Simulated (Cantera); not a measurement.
An adiabatic, constant-volume homogeneous reactor starts with CH4 : O2 : N2 = 1 : 2.35 : 8 (molar parts), equivalence ratio 0.85, at 1798 K and 7500 Torr.

Computed with Cantera and GRI-Mech 3.0 (53 species, 325 reactions). Above 3000 K some thermodynamic fits are extrapolated.

One state of this run: T (K) = 3180; P (bar) = 18.5; x CH4 = <1e-12; x O2 = 0.0344; x C2H4 = <1e-12; x CH2 = <1e-12; x H2 = 0.0138; x HCO = 3.20e-7; x CH2CO = <1e-12. x: mole fraction; the columns are a selection and need not sum to one.

Task: Which value of t (s) does it belong to?
(A) 2.64e-6
(B) 6.96e-6
(C) 0.0431
(D) 1.00e-6

Result: C, 0.0431
